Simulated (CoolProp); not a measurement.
CHF3 (R23) along the isotherm -33.75 °C: density (kg/m³) from the reference equation and from simpler models built on Tc = 26.1 °C, pc = 48.32 bar, ω = 0.263; each cubic takes its own stable root.

Model: reference Helmholtz-energy equation of state, Penoncello 2003, in CoolProp.

```tsv
p (bar)	phase	reference
0.0764	gas	0.2691
0.174	gas	0.6138
0.396	gas	1.402
0.901	gas	3.217
2.05	gas	7.469
4.66	gas	17.86
10.6	liquid	1241
24.2	liquid	1249
```

### Question
How far does each simpler model (van der Waals, Redlich-Kwong, Soave-Redlich-Kwong, Peng-Robinson) lie from the reference over these 8 states: mean and median of the absolute difference, and the worst?

### Answer
- van der Waals: mean 18.2 %, median 0.9 %, worst -96.6 % at -33.75 °C and 10.6 bar
- Redlich-Kwong: mean 14.9 %, median 0.5 %, worst -96.4 % at -33.75 °C and 10.6 bar
- Soave-Redlich-Kwong: mean 4.2 %, median 0.3 %, worst -16.0 % at -33.75 °C and 10.6 bar
- Peng-Robinson: mean 1.3 %, median 0.2 %, worst -4.7 % at -33.75 °C and 10.6 bar

At some of these states van der Waals, Redlich-Kwong gives the other phase, because its saturation line lies elsewhere.
